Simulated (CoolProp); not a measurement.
A Linde-Hampson liquefier for CF4 (R14): isothermal reversible compression at 290 K from 1 atm to 25 MPa, throttling to 1 atm, return gas leaving the recuperator 0 K below the feed. Each further row changes one setting.

Computed with CoolProp (reference Helmholtz-energy equation of state, Platzer 1990). This equation is an older, rougher fit; its heat capacities, sound speeds and derivatives of the liquid may be far off and weren't checked against measurements.

| case | liquid yield per pass | compression work (kJ/kg of gas) |
|---|---|---|
| as stated | 0.313 | 133 |
| high pressure 50 MPa | 0.310 | 155 |
| warm-end temperature 320 K | 0.242 | 154 |
| warm-end gap 5 K | 0.302 | 133 |
